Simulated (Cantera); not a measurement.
Input: 1 mol CuO, 2.5 mol CO, 3 mol H2, equilibrated at 2.30 mbar.

Method: chemical equilibrium by Gibbs-energy minimisation in Cantera with the NASA 1993 tables (ideal gas, pure condensed phases). Candidate condensed phases: C, C6H6, C7H8, C8H18, Cu, CuO, Cu(OH)2, Cu2O, H2O; 113 gas species. The numbers say what is thermodynamically allowed, not how fast it happens. All values below are at 1575 °C.

Base state: CO 0.352, H2 0.335, Cu 0.153, H2O 0.121, CO2 0.0318, H 0.00640, OH 0.000171, Cu2 0.000136 (mole fractions); condensed: gas only.

**Question.** What changes in the equilibrium state with this change: H2 from 3 to 4.8 mol?

**Answer.** 
```
species    before     after
-------  --------  --------
H2          0.335     0.468
CO          0.352     0.284
Cu          0.153     0.120
CO2        0.0318    0.0158
H2O         0.121     0.104
Cu2      0.000136   8.34e-5
OH       0.000171  0.000124
H         0.00640   0.00756
```

**Question.** What changes in the equilibrium state with this change: CuO replaced by PbO?

**Answer.** 
```
species    before     after
-------  --------  --------
CO          0.352     0.352
H2          0.335     0.335
Pb              0     0.153
Cu          0.153         0
PbO             0  0.000137
CO2        0.0318    0.0317
H2O         0.121     0.121
Cu2      0.000136         0
OH       0.000171  0.000170
H         0.00640   0.00640
```
Further candidate phases: Pb, PbO, PbO2, Pb3O4.
